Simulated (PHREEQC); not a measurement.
Dissolve 27 mmol/kgw NH4HSO4, 0.4 mmol/kgw HBF4 and 0.13 mmol/kgw FeCl3 at 25 °C. Closed to the air; pH follows from the charge balance.

The numbers come from PHREEQC with the ion-association model, wateq4f.dat.

No solid was allowed to form.

Question: Predict the pH, ionic strength.

Answer: pH 1.85; ionic strength 0.0560 mol/kgw.

Question: In which forms is N present?

Answer: NH4+ 92 %, NH4SO4- 7.5 % of the N.

Saturation is exceeded, for instance for Hematite (slow to form); the values hold only as long as no solid forms. Real BF4- forms and hydrolyses slowly; the run takes it at equilibrium. Fluoro complexes past AlF4- and FeF3 are missing from the database.
